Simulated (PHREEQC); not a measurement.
1 kg of water meets 20 L of dry gas (H2 0.46, N2 0.54 by moles) at fixed total pressure, at 10 atm; fugacities by Peng-Robinson. The gases take part in no redox reaction, some water evaporates into the gas, and hydrates or a liquid gas phase aren't modelled. Precipitation was switched off in this run.

Model: ion-association model, phreeqc.dat, run in PHREEQC.

Q: Predict dissolved N2 (mol/kgw) at T (°C) = 10, 20, 30.

A: 
| T (°C) | dissolved N2 (mol/kgw) |
|---|---|
| 10 | 0.00452 |
| 20 | 0.00381 |
| 30 | 0.00331 |

At this temperature some constants are extrapolated from 25 °C, and those without enthalpy data are left unchanged.
